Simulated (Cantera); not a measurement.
A perfectly stirred reactor is fed with CO : O2 : H2O : N2 = 0.026 : 0.0026 : 0.016 : 1 (molar parts), equivalence ratio 5.0, at 7.30 bar; it is held at 1450 K, and followed from long to short residence time.

Model: GRI-Mech 3.0 (53 species, 325 reactions), integrated in Cantera.

Task: What does this change do: 0.034 parts CH4 added?

Result: 
```json
[
 {"quantity": "x(CO) at τ = 29.0 s", "before": "0.0144", "after": "0.0271"},
 {"quantity": "x(O2) at τ = 29.0 s", "before": "5.83e-7", "after": "1.64e-6"},
 {"quantity": "x(H2O) at τ = 29.0 s", "before": "0.00979", "after": "0.00998"},
 {"quantity": "x(H2) at τ = 29.0 s", "before": "0.00556", "after": "0.0395"},
 {"quantity": "x(H2O2) at τ = 29.0 s", "before": "2.13e-12", "after": "4.60e-12"},
 {"quantity": "x(CO) at τ = 0.200 s", "before": "0.0146", "after": "0.0241"},
 {"quantity": "x(O2) at τ = 0.200 s", "before": "7.54e-6", "after": "0.000484"},
 {"quantity": "x(H2O) at τ = 0.200 s", "before": "0.0100", "after": "0.0158"},
 {"quantity": "x(H2) at τ = 0.200 s", "before": "0.00533", "after": "0.00910"},
 {"quantity": "x(H2O2) at τ = 0.200 s", "before": "1.18e-10", "after": "4.25e-10"}
]
```
